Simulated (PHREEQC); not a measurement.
Dissolve 0.035 mol/kgw KOH and 0.0018 mol/kgw NaAlO2 at 9.8 °C. Closed to the air; pH follows from the charge balance.

All values are PHREEQC results (ion-association model, wateq4f.dat), not measurements.

```json
[
 {"quantity": "pH", "before": "13.01", "after": "8.79"},
 {"quantity": "ionic strength (mol/kgw)", "before": "0.0368", "after": "0.00180"}
]
```

Problem. Which change was made?
A. KOH left out
B. KOH from 0.035 to 0.175 mol/kgw
C. NaAlO2 replaced by NaF at the same molality
D. 0.0016 mol/kgw NaOH added

Solution. A, KOH left out

No solid was allowed to form. Some of these states are supersaturated (in Al(OH)3(a), Boehmite (slow to form), for instance). Constants without temperature data keep their 25 °C values here.
